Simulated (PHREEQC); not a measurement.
A solution holds 0.034 mol/kgw H2SO4, 0.00036 mol/kgw NiSO4 and 0.013 mol/kgw Na2SO4, at 55 °C. Closed to the air; pH follows from the charge balance.

The numbers come from PHREEQC with the ion-association model, wateq4f.dat.

Precipitation was switched off in this run.

Problem. Order these S species by the share of S that they hold, largest first: HSO4-, SO4-2, NiSO4, NaSO4-.

Solution. HSO4- (72 %), SO4-2 (26 %), NaSO4- (1.5 %), NiSO4 (0.24 %)

The pH is 1.55 and the ionic strength 0.0719 mol/kgw. Complexes and solids missing from the database can't appear. Constants without temperature data keep their 25 °C values here.
